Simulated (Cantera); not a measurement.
What does this Cantera script print?

```python
import numpy as np
import cantera as ct

gas_names = """
    AL ALC ALH ALN ALO ALOH ALO2 ALO2H AL2 AL2O AL2O2 C CH CH2 CH3 CH2OH CH3O CH4 CH3OH CN CO CO2 COOH
    C2 C2H CHCO,ketyl C2H2,acetylene C2H2,vinylidene CH2CO,ketene C2H3,vinyl CH3CN CH3CO,acetyl C2H4
    C2H4O,ethylen CH3CHO,ethanal CH3COOH (HCOOH)2 C2H5 C2H6 CH3OCH3 C2H5OH CCN CNC C2N2 C2O C3
    C3H3,propargyl C3H4,allene C3H4,propyne C3H4,cyclo- C3H5,allyl C3H6,propylene C3H6,cyclo- C3H6O
    C3H7,n-propyl C3H7,i-propyl C3H8 C3H8O,1propanol C3H8O,2propanol C3O2 C4 C4H2 C4H4,1,3-cyclo-
    C4H6,butadiene C4H6,2-butyne C4H6,cyclo- C4H8,1-butene C4H8,cis2-buten C4H8,tr2-butene
    C4H8,isobutene C4H8,cyclo- (CH3COOH)2 C4H9,n-butyl C4H9,i-butyl C4H9,s-butyl C4H9,t-butyl
    C4H10,isobutane C4H10,n-butane C4N2 C5 C5H6,1,3cyclo- C5H8,cyclo- C5H10,1-pentene C5H10,cyclo-
    C5H11,pentyl C5H11,t-pentyl C5H12,n-pentane C5H12,i-pentane CH3C(CH3)2CH3 C6H2 C6H5,phenyl
    C6H5O,phenoxy C6H6 C6H5OH,phenol C6H10,cyclo- C6H12,1-hexene C6H12,cyclo- C6H13,n-hexyl C7H7,benzyl
    C7H8 C7H8O,cresol C7H14,1-heptene C7H15,n-heptyl C7H16,n-heptane C8H8,styrene C8H10,ethylbenz
    C8H16,1-octene C8H17,n-octyl C8H18,isooctane C8H18,n-octane C9H19,n-nonyl C10H8,naphthale
    C10H21,n-decyl C12H9,o-bipheny C12H10,bipheny H HALO HCN HCO HCCN HNC HNCO HNO HNO2 HNO3 HO2 H2
    HCHO,formaldehy HCOOH H2O H2O2 N NCO NH NH2 NH3 NH2OH NO NO2 NO3 N2 N2H2 N2H4 N2O O OH O2 O3
""".split()
cond_names = """
    AL(cr) AL(L) ALN(s) AL2O3(a) AL2O3(L) C(gr) C6H6(L) C7H8(L) C8H18(L),n-octa H2O(s) H2O(L)
""".split()


def load(file, names, dense=False):
    # The tables refer to 1 bar. Condensed volumes are neglected.
    table = {s.name: s for s in ct.Species.list_from_file(file)}
    out = []
    for n in names:
        d = dict(table[n].input_data)
        d["thermo"] = dict(d["thermo"], **{"reference-pressure": 1e5})
        if dense:
            d["equation-of-state"] = {"model": "constant-volume", "density": "1e6 g/cm^3"}
        out.append(ct.Species.from_dict(d))
    return out


gas = ct.Solution(thermo="ideal-gas", species=load("nasa_gas.yaml", gas_names))
cond = {s.name: ct.Solution(thermo="fixed-stoichiometry", species=[s], name=s.name)
        for s in load("nasa_condensed.yaml", cond_names, dense=True)}
atoms = {
    'Al(CH3)3': {'AL': 1, 'C': 3, 'H': 9},
    'O2': {'O': 2},
    'N2': {'N': 2},
}
top_T = {'ALN(s)': 2750, 'C(gr)': 4500}  # K; cautious upper limits of use, not melting points


def equilibrate(T, P, feed):
    n = {}
    for name, mol in feed.items():
        for a, k in atoms[name].items():
            n[a] = n.get(a, 0.0) + k * mol
    gas.TPX = T, P, n
    mass = sum(n.values()) * gas.mean_molecular_weight
    gas.equilibrate("TP")
    valid = [c for c in cond.values() if c.min_temp <= T <= top_T.get(c.name, c.max_temp)]
    mix = ct.Mixture([(gas, mass / gas.mean_molecular_weight)] + [(c, 0.0) for c in valid])
    mix.T, mix.P = T, P
    mix.equilibrate("TP", solver="vcs", rtol=1e-11, max_steps=5000)
    return mix


results = []
T = 2200  # K
P = 13332.2  # Pa
for m in [0.37, 0.92, 1.5, 2, 2.6, 3.1, 3.7, 4.2, 4.8]:
    feed = {'Al(CH3)3': 1, 'O2': m, 'N2': 11}  # mol
    mix = equilibrate(T, P, feed)
    results.append((T, P, feed, dict(zip(mix.species_names, mix.species_moles))))
    x = sorted(zip(gas.X, gas.species_names), reverse=True)
    print(f"T = {T:g} K  P = {P:g} Pa  n(O2) = {m:g} mol  gas = {mix.phase_moles(0):.4g} mol")
    print("   x: " + "  ".join(f"{s} {v:.3e}" for v, s in x if v > 1e-06))
    print("   condensed (mol): " + ("  ".join(f"{mix.phase(i).name} {mix.phase_moles(i):.4g}"
          for i in range(1, mix.n_phases) if mix.phase_moles(i) > 1e-12) or "none"))
```

Output:

```
T = 2200 K  P = 13332.2 Pa  n(O2) = 0.37 mol  gas = 16.21 mol
   x: N2 6.494e-01  H2 2.659e-01  CO 4.557e-02  AL 1.634e-02  HCN 1.252e-02  H 7.953e-03  HNC 9.891e-04  C2H2,acetylene 6.813e-04  ALH 5.773e-04  AL2O 7.262e-05  CN 1.334e-05  C2N2 6.516e-06  AL2 4.210e-06  CH4 2.477e-06  CH3 1.419e-06
   condensed (mol): ALN(s) 0.7232  C(gr) 2.019
T = 2200 K  P = 13332.2 Pa  n(O2) = 0.92 mol  gas = 17.36 mol
   x: N2 6.074e-01  H2 2.481e-01  CO 1.058e-01  AL 1.690e-02  HCN 1.170e-02  H 7.683e-03  HNC 9.242e-04  C2H2,acetylene 6.359e-04  ALH 5.766e-04  AL2O 1.803e-04  CN 1.290e-05  C2N2 6.095e-06  AL2 4.501e-06  CH4 2.158e-06  CH3 1.280e-06
   condensed (mol): ALN(s) 0.6902  C(gr) 0.9214
T = 2200 K  P = 13332.2 Pa  n(O2) = 1.5 mol  gas = 18.6 mol
   x: N2 5.744e-01  H2 2.369e-01  CO 1.594e-01  AL 1.737e-02  H 7.508e-03  AL2O 1.866e-03  HCN 1.711e-03  ALH 5.795e-04  HNC 1.352e-04  C2H2,acetylene 1.438e-05  ALOH 8.562e-06  AL2 4.759e-06  CN 1.930e-06  H2O 1.866e-06
   condensed (mol): ALN(s) 0.5963
T = 2200 K  P = 13332.2 Pa  n(O2) = 2 mol  gas = 18.85 mol
   x: N2 5.835e-01  H2 2.347e-01  CO 1.591e-01  AL2O 7.704e-03  H 7.473e-03  AL 7.125e-03  ALH 2.365e-04  ALOH 8.579e-05  HCN 6.975e-05  H2O 4.538e-05  ALO 5.891e-06  CO2 5.822e-06  HNC 5.510e-06
   condensed (mol): AL2O3(a) 0.2845
T = 2200 K  P = 13332.2 Pa  n(O2) = 2.6 mol  gas = 18.57 mol
   x: N2 5.925e-01  H2 2.060e-01  CO 1.569e-01  H2O 3.280e-02  H 7.001e-03  CO2 4.729e-03  OH 1.556e-04  NO 1.189e-05  O 3.685e-06  ALOH 2.800e-06  ALO2H 1.920e-06
   condensed (mol): AL2O3(a) 0.5
T = 2200 K  P = 13332.2 Pa  n(O2) = 3.1 mol  gas = 18.56 mol
   x: N2 5.926e-01  H2 1.615e-01  CO 1.481e-01  H2O 7.763e-02  CO2 1.348e-02  H 6.199e-03  OH 4.158e-04  NO 3.589e-05  O 1.112e-05  ALO2H 2.953e-06  O2 2.256e-06  ALOH 1.427e-06
   condensed (mol): AL2O3(a) 0.5
T = 2200 K  P = 13332.2 Pa  n(O2) = 3.7 mol  gas = 18.56 mol
   x: N2 5.927e-01  CO 1.332e-01  H2O 1.269e-01  H2 1.126e-01  CO2 2.843e-02  H 5.176e-03  OH 8.140e-04  NO 8.414e-05  O 2.608e-05  O2 1.240e-05  ALO2H 3.776e-06
   condensed (mol): AL2O3(a) 0.5
T = 2200 K  P = 13332.2 Pa  n(O2) = 4.2 mol  gas = 18.55 mol
   x: N2 5.928e-01  H2O 1.626e-01  CO 1.156e-01  H2 7.720e-02  CO2 4.608e-02  H 4.286e-03  OH 1.259e-03  NO 1.572e-04  O 4.872e-05  O2 4.328e-05  ALO2H 4.273e-06
   condensed (mol): AL2O3(a) 0.5
T = 2200 K  P = 13332.2 Pa  n(O2) = 4.8 mol  gas = 18.56 mol
   x: N2 5.926e-01  H2O 1.969e-01  CO 8.660e-02  CO2 7.506e-02  H2 4.300e-02  H 3.199e-03  OH 2.043e-03  NO 3.417e-04  O2 2.045e-04  O 1.059e-04  ALO2H 4.703e-06
   condensed (mol): AL2O3(a) 0.5
```

Equilibrium computed with Cantera from the NASA thermochemical tables; the gas is ideal and each condensed phase is pure. The feed counts by its element totals alone. The tables' values for AlOH are old estimates; treat these amounts as uncertain. Condensed phases not in the tables: aluminium oxynitride. Gases not in the tables: Al(OH)3.
